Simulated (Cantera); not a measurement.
A closed system holds: 1 mol Al(CH₃)₃, 6.6 mol N₂, 300 mol H₂, held at 1677 °C.

These are equilibrium values from Cantera (NASA tables, ideal gas, pure condensed phases), not measurements of a reactor. Candidate condensed phases: Al, AlN, C, C₆H₆, C₇H₈, C₈H₁₈; 97 gas species. The feed counts by its element totals alone. Rates play no part.

Q: What share of the Al ends up in condensed phases as a function of P (Pa), at 10, 32, 100, 320, 1000, 3200, 10000, 32000, 100000?

A: 
```csv
P (Pa),Al condensed (%),as
10,0.0,-
32,0.0,-
100,0.0,-
320,0.0,-
1000,0.0,-
3200,0.0,-
10000,40.1,AlN(s)
32000,88.6,AlN(s)
100000,97.7,AlN(s)
```
